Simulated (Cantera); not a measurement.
A closed system holds: 1 mol SiO2, 4.2 mol CH4, 11 mol N2, equilibrated at 0.000330 bar.

Method: chemical equilibrium by Gibbs-energy minimisation in Cantera with the NASA 1993 tables (ideal gas, pure condensed phases). Candidate condensed phases: C, C6H6, C7H8, C8H18, H2O, Si, SiC, SiO2, Si2N2O, Si3N4; 151 gas species. Equilibrium is a limit: real reactors are often held back by kinetics, nucleation or transport.

Q: Which condensed phases are stable at each of these points (T (K)): 1950, 2025, 2100, 2175, 2250, 2325, 2400, 2475?

A: 
```
T (K)      condensed phases  Si condensed (%)
-----  --------------------  ----------------
1950   C(graphite) + SiC(s)              90.5
2025   C(graphite) + SiC(s)              71.5
2100   C(graphite) + SiC(s)              12.6
2175            C(graphite)               0.0
2250            C(graphite)               0.0
2325            C(graphite)               0.0
2400            C(graphite)               0.0
2475            C(graphite)               0.0
```

From 1950 K to 2100 K the condensed part is C(graphite) + SiC(s). From 2175 K to 2475 K the condensed part is C(graphite).
